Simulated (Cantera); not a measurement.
Input: 1 mol Si, a varied amount of HBr, 0.19 mol H₂, held at 10.0 Torr.

Points: T (K) = 573, 623, 673, 723, 773, 823, 873, 923, 973, 1023, 1073, 1123, 1173, 1223; n(HBr) (mol) = 2.5, 3.6, 5.1, 7.3, 10, 15, 21, 30.

Cantera's Mixture.equilibrate('TP', solver="vcs", rtol=1e-11, max_steps=5000) on the NASA tables stopped like this:

```
ERROR: FAILURE its = 5001!

*******************************************************************************
CanteraError thrown by MultiPhase::equilibrate:
VCS solver failed. Return code: -1
*******************************************************************************
```

Task: What got this run through?

Result: Several could match; the one computed here: The failure is numerical, not chemical. The same input converged with solver="gibbs", rtol=1e-10, max_steps=50000, and the result passed a check of the equilibrium conditions:
```
    573        2.5  Si(cr)
    573        3.6  Si(cr)
    573        5.1  gas only
    573        7.3  gas only
    573         10  gas only
    573         15  gas only
    573         21  gas only
    573         30  gas only
    623        2.5  Si(cr)
    623        3.6  Si(cr)
    623        5.1  gas only
    623        7.3  gas only
    623         10  gas only
    623         15  gas only
    623         21  gas only
    623         30  gas only
    673        2.5  Si(cr)
    673        3.6  Si(cr)
    673        5.1  gas only
    673        7.3  gas only
    673         10  gas only
    673         15  gas only
    673         21  gas only
    673         30  gas only
    723        2.5  Si(cr)
    723        3.6  Si(cr)
    723        5.1  gas only
    723        7.3  gas only
    723         10  gas only
    723         15  gas only
    723         21  gas only
    723         30  gas only
    773        2.5  Si(cr)
    773        3.6  Si(cr)
    773        5.1  gas only
    773        7.3  gas only
    773         10  gas only
    773         15  gas only
    773         21  gas only
    773         30  gas only
    823        2.5  Si(cr)
    823        3.6  Si(cr)
    823        5.1  gas only
    823        7.3  gas only
    823         10  gas only
    823         15  gas only
    823         21  gas only
    823         30  gas only
    873        2.5  Si(cr)
    873        3.6  Si(cr)
    873        5.1  gas only
    873        7.3  gas only
    873         10  gas only
    873         15  gas only
    873         21  gas only
    873         30  gas only
    923        2.5  Si(cr)
    923        3.6  Si(cr)
    923        5.1  gas only
    923        7.3  gas only
    923         10  gas only
    923         15  gas only
    923         21  gas only
    923         30  gas only
    973        2.5  Si(cr)
    973        3.6  Si(cr)
    973        5.1  gas only
    973        7.3  gas only
    973         10  gas only
    973         15  gas only
    973         21  gas only
    973         30  gas only
   1023        2.5  Si(cr)
   1023        3.6  Si(cr)
   1023        5.1  gas only
   1023        7.3  gas only
   1023         10  gas only
   1023         15  gas only
   1023         21  gas only
   1023         30  gas only
   1073        2.5  Si(cr)
   1073        3.6  Si(cr)
   1073        5.1  gas only
   1073        7.3  gas only
   1073         10  gas only
   1073         15  gas only
   1073         21  gas only
   1073         30  gas only
   1123        2.5  Si(cr)
   1123        3.6  Si(cr)
   1123        5.1  gas only
   1123        7.3  gas only
   1123         10  gas only
   1123         15  gas only
   1123         21  gas only
   1123         30  gas only
   1173        2.5  Si(cr)
   1173        3.6  Si(cr)
   1173        5.1  gas only
   1173        7.3  gas only
   1173         10  gas only
   1173         15  gas only
   1173         21  gas only
   1173         30  gas only
   1223        2.5  Si(cr)
   1223        3.6  Si(cr)
   1223        5.1  gas only
   1223        7.3  gas only
   1223         10  gas only
   1223         15  gas only
   1223         21  gas only
   1223         30  gas only
```

The gas is ideal and each condensed phase is pure. The tables' values for SiBr3 are old estimates.
